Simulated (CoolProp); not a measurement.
A single-stage vapour-compression cycle with chloromethane (R40): evaporating at 273.15 K (dew point), condensing at 317.15 K (bubble point), superheat 10 K, subcooling 5 K, compressor efficiency 0.6, no pressure losses. Each further row changes one setting.

Model: reference Helmholtz-energy equation of state, Thol 2014, in CoolProp.

```
case                              cooling COP  pressure ratio  discharge temperature (K)  refrigerating effect (kJ/kg)  volumetric capacity (kJ/m³)
--------------------------------  -----------  --------------  -------------------------  ----------------------------  ---------------------------
as stated                                 [?]            3.73                      411.5                           349                         2050
evaporating temperature 278.15 K          [?]            3.14                        [?]                           [?]                         2440
condensing temperature 312.15 K          3.66             [?]                        [?]                           357                         2100
subcooling 10 K                          3.26            3.73                      411.5                           357                         2100
superheat 20 K                           3.14            3.73                      424.4                           358                          [?]
compressor efficiency 0.5                2.65            3.73                        [?]                           349                         2050
```

What belongs in the gaps?


- as stated, cooling COP: 3.18
- evaporating temperature 278.15 K, cooling COP: 3.72
- evaporating temperature 278.15 K, discharge temperature (K): 399.6
- evaporating temperature 278.15 K, refrigerating effect (kJ/kg): 351
- condensing temperature 312.15 K, pressure ratio: 3.28
- condensing temperature 312.15 K, discharge temperature (K): 398.4
- superheat 20 K, volumetric capacity (kJ/m³): 2020
- compressor efficiency 0.5, discharge temperature (K): 432.2
